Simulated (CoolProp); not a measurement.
The fluid at 409.14 K and 0.0144 MPa expands adiabatically to 0.0012 MPa with isentropic efficiency 1. The same conditions are run with several fluids, on thermodynamics alone (safety and materials aside).

The numbers come from the reference Helmholtz-energy equation of state of each fluid (octamethylcyclotetrasiloxane (D4): Thol 2015; o-xylene: Zhou 2012; propylene: Lemmon 2013; hydrogen chloride: Thol 2018; C3F8 (R218): Lemmon 2006) in CoolProp.

Rank octamethylcyclotetrasiloxane (D4), o-xylene, propylene, hydrogen chloride, C3F8 (R218) by work (kJ/kg), highest first.

propylene (176), hydrogen chloride (166), o-xylene (74.7), C3F8 (R218) (42.4), octamethylcyclotetrasiloxane (D4) (27.7)

```tsv
fluid	final temperature (K)	final density (kg/m³)
octamethylcyclotetrasiloxane (D4)	390.9	0.110
o-xylene	360.8	0.0425
propylene	309.0	0.0197
hydrogen chloride	201.3	0.0261
C3F8 (R218)	362.5	0.0749
```
